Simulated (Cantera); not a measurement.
Charge: 1 mol CCl4, 1.4 mol H2, at 2548 K and 50.0 mbar.

Cantera equilibrium calculation (NASA polynomials, part measured and part estimated; ideal gas, pure solids and liquids). Candidate condensed phases: C, C6H6, C7H8, C8H18; 91 gas species. Equilibrium is a limit: real reactors are often held back by kinetics, nucleation or transport.

Base state: HCl 0.592, Cl 0.359, H2 0.0257, H 0.0222, Cl2 0.000437, C2H2 (acetylene) 0.000340, C2HCl 9.66e-5, C2H 2.32e-5 (mole fractions); condensed: C(graphite).

**Question.** What changes in the equilibrium state with this change: temperature from 2548 K to 1800 K?

**Answer.** 
```
species             before    after
----------------  --------  -------
HCl                  0.592    0.721
Cl                   0.359    0.248
Cl2               0.000437   0.0307
H                   0.0222  5.72e-6
H2                  0.0257  1.27e-5
C2H2 (acetylene)  0.000340  2.23e-9
C2H                2.32e-5    <1e-9
C3                 2.07e-5    <1e-9
C(graphite), mol     0.996    1.000
```
